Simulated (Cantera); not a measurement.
Equilibrium for calcination and drying: Na₂CO₃ + C + O₂

Charge: 1 mol Na₂CO₃, 0.019 mol C, 3.1 mol O₂.

Method: chemical equilibrium by Gibbs-energy minimisation in Cantera with the NASA 1993 tables (ideal gas, pure condensed phases). Candidate condensed phases: C, Na, NaO₂, Na₂CO₃, Na₂O, Na₂O₂; 16 gas species. Rates play no part.

Stable condensed phases:

```
T in K \ P in Pa
              10      42     180     750    3200   13000   56000  240000 1000000
   1750        A       A       A       A       A       B       B       B       B
   1725        A       A       A       A       A       B       B       B       B
   1700        A       A       A       A       A       B       B       B       B
   1675        A       A       A       A       A       B       B       B       B
   1650        A       A       A       A       B       B       B       B       B
   1625        A       A       A       A       B       B       B       B       B
   1600        A       A       A       A       B       B       B       B       B
   1575        A       A       A       A       B       B       B       B       B
   1550        A       A       A       A       B       B       B       B       B
   1525        A       A       A       B       B       B       B       B       B
   1500        A       A       A       B       B       B       B       B       B
```

A: gas only; B: Na₂CO₃.
